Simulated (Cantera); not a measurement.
**Equilibrium for abatement and gas-phase synthesis: NF₃ + SO₂ + N₂**

A closed system holds: 1 mol NF₃, 0.077 mol SO₂, 1.1 mol N₂, equilibrated at 3002 °C and 0.680 bar.

These are equilibrium values from Cantera (NASA tables, ideal gas, pure condensed phases), not measurements of a reactor. Candidate condensed phases: S; 35 gas species. Kinetics and transport are ignored.

The x(F) is 0.629. The x(N₂) is 0.334 and the x(O) is 0.0145. The x(SO) comes out as 0.00692. The x(S) is 0.00631 and the x(NO) is 0.00409. The x(O₂) is 0.00197. The x(SO₂) is 0.00147 and the x(SF) is 0.00119. The gas amount comes out as 4.758 mol. The log10 activity of S(l) (absent) is -4.01.
